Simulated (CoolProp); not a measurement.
Values from CoolProp's reference Helmholtz-energy equation of state, Penoncello 2003.

**Question.** For CHF3 (R23), give the phase and the speed of sound (m/s), expansivity (1/kK) at 31.65 °C and 6.3 MPa.

**Answer.** 
- 31.65 °C and 6.3 MPa: supercritical; speed of sound 193, expansivity 30.9
